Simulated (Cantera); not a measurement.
Input: 1 mol SiF₄, 2.4 mol N₂, held at 2098.15 K and 0.00133 bar.

Cantera equilibrium calculation (NASA polynomials, part measured and part estimated; ideal gas, pure solids and liquids). Candidate condensed phases: Si, Si₃N₄; 16 gas species. The tables' values for SiF₃, SiF₂ are old estimates; treat these amounts as uncertain. The numbers say what is thermodynamically allowed, not how fast it happens.

Base state: N₂ 0.702, SiF₄ 0.286, F 0.00609, SiF₃ 0.00602, SiF₂ 3.40e-5 (mole fractions); condensed: gas only.

**Question.** What changes in the equilibrium state with this change: temperature from 2098.15 K to 1973 K?

**Answer.** 
| species | before | after |
|---|---|---|
| N₂ | 0.702 | 0.704 |
| SiF₄ | 0.286 | 0.291 |
| F | 0.00609 | 0.00203 |
| SiF₃ | 0.00602 | 0.00202 |
| SiF₂ | 3.40e-5 | 4.24e-6 |
The tables' values for SiF₃ are old estimates; treat these amounts as uncertain.
